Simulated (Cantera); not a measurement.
Charge: 1 mol MgO, 1.3 mol CH₄, 0.42 mol CO, equilibrated at 2048 K and 2630 Torr.

These are equilibrium values from Cantera (NASA tables, ideal gas, pure condensed phases), not measurements of a reactor. Candidate condensed phases: C, C₆H₆, C₇H₈, C₈H₁₈, H₂O, Mg, MgCO₃, MgO, Mg(OH)₂; 116 gas species. The tables' values for MgH are old estimates; treat these amounts as uncertain. Rates play no part.

Base state: H₂ 0.661, CO 0.222, Mg 0.112, MgH 0.00273, H 0.000973, C₂H₂ (acetylene) 0.000693, CH₄ 0.000572, H₂O 5.00e-5 (mole fractions); condensed: C(graphite) + MgO(s).

Problem. What changes in the equilibrium state with this change: 1.8 mol O₂ added?

Solution. 
```tsv
species	before	after
H₂O	5.00e-5	0.409
CO	0.222	0.275
H₂	0.661	0.192
CO₂	3.53e-6	0.123
Mg	0.112	3.99e-6
Mg(OH)₂	2.86e-9	2.34e-5
C₂H₂ (acetylene)	0.000693	<1e-9
CH₄	0.000572	2.13e-9
C(graphite), mol	0.843	0
MgO(s), mol	0.550	1.000
```

Problem. What changes in the equilibrium state with this change: temperature from 2048 K to 2398.15 K?

Solution. 
```json
[
 {"species": "H₂", "before": "0.661", "after": "0.508"},
 {"species": "CO", "before": "0.222", "after": "0.283"},
 {"species": "Mg", "before": "0.112", "after": "0.194"},
 {"species": "H", "before": "0.000973", "after": "0.00601"},
 {"species": "C₂H₂ (acetylene)", "before": "0.000693", "after": "0.00351"},
 {"species": "CH₄", "before": "0.000572", "after": "0.000161"},
 {"species": "H₂O", "before": "5.00e-5", "after": "1.59e-5"},
 {"species": "C(graphite), mol", "before": "0.843", "after": "0.263"},
 {"species": "MgO(s), mol", "before": "0.550", "after": "0"}
]
```
